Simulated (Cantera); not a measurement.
A closed system holds: 1 mol Si, 1.9 mol HF, held at 100000 Pa.

These are equilibrium values from Cantera (NASA tables, ideal gas, pure condensed phases), not measurements of a reactor. Candidate condensed phases: Si; 25 gas species. Equilibrium is a limit: real reactors are often held back by kinetics, nucleation or transport.

Over these rows the condensed part is Si(s). Partial pressures as log10 of bar:

| T (K) | 1000/T (1/K) | log p HF | log p H2 | log p SiF4 | log p SiHF3 |
|---|---|---|---|---|---|
| 800 | 1.2500 | -6.58 | -0.18 | -0.50 | -1.56 |
| 875 | 1.1429 | -5.86 | -0.18 | -0.51 | -1.52 |
| 950 | 1.0526 | -5.25 | -0.18 | -0.51 | -1.49 |
| 1025 | 0.9756 | -4.73 | -0.18 | -0.51 | -1.46 |
| 1100 | 0.9091 | -4.28 | -0.19 | -0.51 | -1.44 |
| 1175 | 0.8511 | ? | -0.19 | -0.52 | -1.42 |

**Question.** Fit log p(HF) = a + b·(1000/T) to the five rows, give the apparent enthalpy, and predict the row at 1175 K.

**Answer.** Means: 1000/T = 1.0660, log p = -5.340. Sxy = -0.490812, Sxx = 0.0727389, so b = -6.75 and a = -5.340 − (-6.75)×1.0660 = 1.86.
Apparent enthalpy: −19.145 × (-6.75) = 129 kJ/mol. With the condensed phases at unit activity, 1/2 H2(g) + 1/4 SiF4(g) = HF(g) + 1/4 Si(s) links this pressure to the main gases: over the six rows their terms move log p by -0.01 in all, so the slope is close to that reaction's ΔH°. The five rows lie within 0.01 of the line.
Prediction at 1175 K: 1.86 + (-6.75)×0.8511 = -3.88. The computed value is -3.89, 0.01 from the line.
